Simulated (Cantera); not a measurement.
**Ignition delay**

Mixture: CH4 : H2 : O2 : N2 = 1 : 0.12 : 4.29 : 16.1 (molar parts), equivalence ratio 0.48, at 4.70 bar, adiabatic and at constant pressure. Ignition delay is the time to a rise of 400 K.

Computed with Cantera and GRI-Mech 3.0 (53 species, 325 reactions).

```csv
T0 (K),delay (ms)
1173,3.21
1223,1.95
1273,1.21
1323,0.754
1373,0.477
1423,0.307
1473,0.202
1523,0.135
1573,0.0931
```

| Quantity | Value |
|---|---|
| apparent activation energy between 1473 and 1573 K | 150 kJ/mol |
